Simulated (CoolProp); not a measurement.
50 sccm (0 °C, 1 atm) of nitrogen bubbles through liquid dimethyl carbonate at 301.7 K and leaves saturated at a total pressure of 0.0423 MPa (ideal gas phase). Each further row changes one setting.

The numbers come from the reference Helmholtz-energy equation of state, Zhou 2011 in CoolProp.

```
case                       vapour pressure (kPa)  mole fraction of vapour  delivery (mg/min)  delivery (sccm)  change of delivery for a bath 1 K warmer (%)
-------------------------  ---------------------  -----------------------  -----------------  ---------------  --------------------------------------------
as stated                                   8.69                    0.206               52.0             12.9                                           6.5
bath temperature 306.7 K                    11.1                    0.262               71.5             17.8                                           6.7
total pressure 0.0846 MPa                   8.69                    0.103               23.0             5.73                                           5.7
```
